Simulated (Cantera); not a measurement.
A closed system holds: 1 mol Si, 2.5 mol NH₃, 5.9 mol N₂, at 3000 Pa.

Cantera equilibrium calculation (NASA polynomials, part measured and part estimated; ideal gas, pure solids and liquids). Candidate condensed phases: Si, Si₃N₄; 18 gas species. Kinetics and transport are ignored. All values below are at 1125 °C.

Base state: N₂ 0.634, H₂ 0.366, H 1.65e-5 (mole fractions); condensed: Si₃N₄(s).

Problem. What changes in the equilibrium state with this change: Si replaced by Ni?

Solution. 
```
species         before    after
-------------  -------  -------
N₂               0.634    0.656
H₂               0.366    0.344
H              1.65e-5  1.60e-5
Si₃N₄(s), mol    0.333        0
Ni(s), mol           0    1.000
```
Further candidate phases: Ni.
